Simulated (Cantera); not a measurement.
Input: 1 mol Si, 0.048 mol H₂O, 46 mol N₂, equilibrated at 2023.15 K.

Cantera equilibrium calculation (NASA polynomials, part measured and part estimated; ideal gas, pure solids and liquids). Candidate condensed phases: H₂O, Si, SiO₂, Si₂N₂O, Si₃N₄; 35 gas species. Mutual solubility and eutectic melting of coexisting phases are not modelled. The tables' values for SiN are old estimates; treat these amounts as uncertain. Rates play no part.

x: gas mole fraction; n: condensed amount in mol.

```csv
P (Pa),x N₂,x Si,x H,x SiO,x H₂,x Si₂N,n Si(l),n Si₃N₄(s),n Si₂N₂O(s)
0.100,0.977,0.0202,0.00204,0.00102,1.15e-6,2.24e-9,0,0,0
0.600,0.977,0.0202,0.00202,0.00102,6.81e-6,3.30e-8,0,0,0
3.60,0.977,0.0202,0.00196,0.00102,3.83e-5,4.83e-7,0,0,0
22,0.977,0.0201,0.00169,0.00102,0.000174,7.24e-6,0,0,0
130,0.977,0.0196,0.00112,0.00102,0.000454,9.93e-5,0,0,0
770,0.990,…,…,0.00103,…,…,…,0,0
4600,0.996,0.00124,0.000266,0.00104,0.000904,8.40e-5,0.882,0,0
28000,0.998,0.000175,0.000113,0.00106,0.000998,2.51e-5,0,0.313,0
170000,0.998,…,…,0.00106,0.00103,…,0,0.317,0
1000000,0.999,4.51e-7,1.95e-5,0.000208,0.00105,3.57e-8,0,0.304,0.0385
```

Task: Some entries are withheld; supply them.

Result: 
- 170000, x Si: 8.64e-6
- 170000, x H: 4.68e-5
- 170000, x Si₂N: 9.19e-7
- 770, x Si: 0.00740
- 770, x H: 0.000587
- 770, x H₂: 0.000734
- 770, x Si₂N: 0.000205
- 770, n Si(l): 0.571
